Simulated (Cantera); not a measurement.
A perfectly stirred reactor is fed with 2.96 % CH4, 95.3 % H2, 1.72 % N2, at 20.0 Torr; it is held at 2125 K, and followed from long to short residence time.

Model: GRI-Mech 3.0 (53 species, 325 reactions), integrated in Cantera. GRI-Mech 3.0 stops at C3 and has no aromatics, soot or wall deposition, so with more carbon than oxygen in the feed, carbon stays in small species such as C2H2 where larger ones or solid carbon would form. Radical loss at walls, strong at low pressure, is not modelled.

x: mole fraction; the columns are a selection and need not sum to one.

```
τ (s)      x CH4   x H2      x H  x C2H6    x C2H
------  --------  -----  -------  ------  -------
2.7     0.000328  0.949   0.0196       …  8.02e-6
0.93    0.000652  0.951   0.0177       …  7.12e-6
0.32     0.00137  0.953   0.0152       …  5.94e-6
0.11     0.00293  0.954   0.0128       …  4.63e-6
0.038    0.00603  0.955   0.0105       …  3.28e-6
0.013     0.0115  0.953  0.00854       …  1.91e-6
0.0044    0.0192  0.951  0.00644       …  6.91e-7
0.0015    0.0259  0.950  0.00378       …  7.74e-8
```

**Question.** Fill in the missing entries.

**Answer.** 
- 2.7, x C2H6: 1.66e-9
- 0.93, x C2H6: 5.98e-9
- 0.32, x C2H6: 2.31e-8
- 0.11, x C2H6: 8.85e-8
- 0.038, x C2H6: 3.09e-7
- 0.013, x C2H6: 8.93e-7
- 0.0044, x C2H6: 1.76e-6
- 0.0015, x C2H6: 1.55e-6
